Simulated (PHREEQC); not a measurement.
**Alkaline etch or developer (model solution)**

Dissolve 0.22 mol/kgw KOH, 0.01 mol/kgw NaAlO2 and 0.0036 mol/kgw K2CO3 at 25 °C. Closed to the air; pH follows from the charge balance.

All values are PHREEQC results (ion-association model, phreeqc.dat), not measurements.

Each row changes one thing in this solution. Precipitation was switched off in this run.

| case | pH | ionic strength (mol/kgw) | CO3-2 (mol/kgw) | NaCO3- (mol/kgw) | HCO3- (mol/kgw) | NaHCO3 (mol/kgw) |
|---|---|---|---|---|---|---|
| as made | 13.18 | 0.240 | 0.00342 | 0.000182 | 1.91e-6 | 5.41e-9 |
| K2CO3 from 0.0036 to 0.00324 mol/kgw | 13.18 | 0.239 | 0.00307 | 0.000164 | [?] | 4.89e-9 |
| KOH from 0.22 to 0.44 mol/kgw | 13.45 | 0.461 | 0.00345 | 0.000147 | 8.82e-7 | 2.20e-9 |
| temperature from 25 to 50 °C | 12.44 | 0.240 | 0.00311 | 0.000488 | [?] | 1.51e-8 |
| NaAlO2 replaced by NaHSO4 at the same molality | 13.16 | 0.244 | 0.00342 | 0.000179 | [?] | 5.59e-9 |
| diluted 2-fold with water | 12.91 | 0.120 | 0.00174 | 5.86e-5 | [?] | 3.47e-9 |
| diluted 100-fold with water | 11.31 | 0.00241 | 3.30e-5 | 4.98e-8 | 2.92e-6 | 1.47e-10 |
| K2CO3 from 0.0036 to 0.018 mol/kgw | 13.17 | 0.282 | 0.0172 | 0.000811 | 9.39e-6 | 2.42e-8 |

Q: Some entries are withheld; supply them.

A: 
- K2CO3 from 0.0036 to 0.00324 mol/kgw, HCO3- (mol/kgw): 1.72e-6
- temperature from 25 to 50 °C, HCO3- (mol/kgw): 6.42e-6
- NaAlO2 replaced by NaHSO4 at the same molality, HCO3- (mol/kgw): 1.99e-6
- diluted 2-fold with water, HCO3- (mol/kgw): 2.13e-6

Species that the database lacks are ignored. Away from 25 °C the constants follow the database's enthalpies or fits; those with neither stay at their 25 °C values.
